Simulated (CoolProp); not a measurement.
Properties of isobutene along the isobar 136 bar (Tc = 144.9 °C, pc = 40.16 bar, ω = 0.193).

Values from CoolProp's reference Helmholtz-energy equation of state, Lemmon 2005. It is a short technical equation, of lower accuracy than the large ones.

```csv
T (°C),phase,Z,speed of sound (m/s),fugacity coefficient
30.25,liquid,0.5008,993.0,0.03919
53.55,liquid,0.4853,889.1,0.06846
76.85,liquid,0.4747,789.4,0.1085
100.05,liquid,0.4691,694.2,0.1588
123.35,liquid,0.4690,603.3,0.2185
146.65,supercritical,0.4753,518.4,0.2851
169.95,supercritical,0.4897,441.7,0.3558
193.25,supercritical,0.5144,377.1,0.4272
216.55,supercritical,0.5510,328.6,0.4963
```
